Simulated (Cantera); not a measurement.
Equilibrium for boron, boron nitride and boron oxide: B2O3 + H2O + H2

A closed system holds: 1 mol B2O3, 0.07 mol H2O, 1.8 mol H2, equilibrated at 2398 K and 750 Torr.

Cantera equilibrium calculation (NASA polynomials, part measured and part estimated; ideal gas, pure solids and liquids). Candidate condensed phases: B, B2O3, B3O3H3, H2O; 23 gas species. The numbers say what is thermodynamically allowed, not how fast it happens.

x(H2): 0.511
x(B2O3): 0.208
x(HBO2): 0.141
x(HBO): 0.0747
x(B2O2): 0.0181
x(BO): 0.0171
x(H2O): 0.0170
x(H): 0.0113
x(BO2): 0.000686
gas amount: 2.912 mol
log10 activity of B(l) (absent): -2.45
